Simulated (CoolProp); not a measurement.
CF4 (R14) along the isotherm -121.55 °C: fugacity coefficient from the reference equation and from simpler models built on Tc = -45.8 °C, pc = 37.62 bar, ω = 0.178; each cubic takes its own stable root.

Model: reference Helmholtz-energy equation of state, Platzer 1990, in CoolProp. This equation is an older, rougher fit; its heat capacities, sound speeds and derivatives of the liquid may be far off and weren't checked against measurements.

```csv
p (bar),phase,reference,van der Waals,Redlich-Kwong
1.18,gas,[?],0.9761,0.9672
2.35,liquid,0.6378,0.9525,0.8609
3.53,liquid,0.4269,0.9286,0.5763
4.7,liquid,0.3223,0.9048,0.4352
5.88,liquid,0.2590,0.8774,0.3498
7.05,liquid,0.2171,0.7376,0.2933
8.23,liquid,0.1870,0.6369,0.2526
9.41,liquid,0.1644,0.5615,0.2222
10.6,liquid,0.1467,0.5025,0.1983
11.8,liquid,[?],0.4551,0.1791
12.9,liquid,0.1218,0.4194,0.1647
14.1,liquid,0.1120,0.3868,0.1515
15.3,liquid,[?],0.3594,0.1404
16.5,liquid,0.09674,0.3359,0.1309
17.6,liquid,0.09114,0.3173,0.1234
18.8,liquid,[?],0.2994,0.1161
```

Q: Complete the blanks.

A: 
- 1.18, reference: 0.9655
- 11.8, reference: 0.1325
- 15.3, reference: 0.1038
- 18.8, reference: 0.08577

At some of these states van der Waals gives the other phase, because its saturation line lies elsewhere.
